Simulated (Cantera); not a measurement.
A freely propagating, adiabatic, planar premixed flame of CH₄ : CO : O₂ : N₂ = 1 : 0.049 : 1.84 : 6.92 (molar parts), unburnt at 448 K and 0.180 bar; mixture-averaged transport, grid criteria slope 0.08 and curve 0.16, no radiation.

Model: GRI-Mech 3.0 (53 species, 325 reactions), integrated in Cantera. Burning velocities carry a grid error of a few per cent, more on coarse grids.

Problem. Predict: laminar burning velocity; thermal thickness; peak x(CH₃); peak x(O); peak x(OH).

Solution. 
```json
{
 "laminar_burning_velocity": "109 cm/s",
 "thermal_thickness": "1.61 mm",
 "peak x(CH₃)": "0.00381",
 "peak x(O)": "0.00487",
 "peak x(OH)": "0.00943"
}
```
